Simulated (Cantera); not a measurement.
Feed: 1 mol C2H6, 1.1 mol CO2, 1.3 mol N2, equilibrated at 2300 K and 4300000 Pa.

Cantera equilibrium calculation (NASA polynomials, part measured and part estimated; ideal gas, pure solids and liquids). Candidate condensed phases: C, C6H6, C7H8, C8H18, H2O; 136 gas species. The ideal-gas law is rough above about 30 bar. The numbers say what is thermodynamically allowed, not how fast it happens.

Base state: H2 0.449, CO 0.339, N2 0.194, HCN 0.0121, C2H2 (acetylene) 0.00194, CH4 0.00186, HNC 0.00110, H 0.000989 (mole fractions); condensed: C(graphite).

Task: What changes in the equilibrium state with this change: temperature from 2300 K to 2225 K?

Result: 
```
species             before     after
----------------  --------  --------
H2                   0.449     0.451
CO                   0.339     0.339
N2                   0.194     0.195
HCN                 0.0121   0.00968
H                 0.000989  0.000663
C2H2 (acetylene)   0.00194   0.00132
HNC                0.00110  0.000794
C(graphite), mol     0.777     0.802
```
